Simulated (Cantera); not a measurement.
Charge: 1 mol Si3N4, 4.3 mol HCl, at 802 °C and 100000 Pa.

Equilibrium computed with Cantera from the NASA thermochemical tables; the gas is ideal and each condensed phase is pure. Candidate condensed phases: NH4Cl, Si, Si3N4; 28 gas species. The tables' values for SiCl3 are old estimates; treat these amounts as uncertain. Kinetics and transport are ignored.

Base state: HCl 0.376, H2 0.339, SiCl4 0.169, N2 0.114, SiHCl3 0.00189, SiCl3 0.000138, NH3 2.44e-5 (mole fractions); condensed: Si3N4(s).

**Question.** What changes in the equilibrium state with this change: temperature from 802 °C to 1025 °C?

**Answer.** 
```json
[
 {"species": "HCl", "before": "0.376", "after": "0.411"},
 {"species": "H2", "before": "0.339", "after": "0.318"},
 {"species": "SiCl4", "before": "0.169", "after": "0.154"},
 {"species": "N2", "before": "0.114", "after": "0.108"},
 {"species": "SiCl2", "before": "1.80e-6", "after": "0.000379"},
 {"species": "SiCl3", "before": "0.000138", "after": "0.00312"},
 {"species": "SiH2Cl2", "before": "2.48e-6", "after": "2.63e-5"},
 {"species": "NH3", "before": "2.44e-5", "after": "7.36e-6"},
 {"species": "Si3N4(s), mol", "before": "0.768", "after": "0.779"}
]
```
